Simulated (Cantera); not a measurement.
**Chlorosilane synthesis and conversion: SiCl₄ + HCl + H₂**

Input: 1 mol SiCl₄, 3.3 mol HCl, 0.96 mol H₂, at 1173.15 K and 31000 Pa.

Method: chemical equilibrium by Gibbs-energy minimisation in Cantera with the NASA 1993 tables (ideal gas, pure condensed phases). Candidate condensed phases: Si; 19 gas species. The tables' values for SiCl₃ are old estimates; treat these amounts as uncertain. Equilibrium is a limit: real reactors are often held back by kinetics, nucleation or transport.

The x(HCl) is 0.629 and the x(SiCl₄) is 0.188. The x(H₂) is 0.181, the x(SiHCl₃) is 0.00126 and the x(SiCl₃) is 0.000615. The x(SiCl₂) is 1.98e-5. The x(SiH₂Cl₂) comes out as 1.08e-6 and the gas amount comes out as 5.262 mol. The log10 activity of Si(s) (absent) comes out as -5.40.
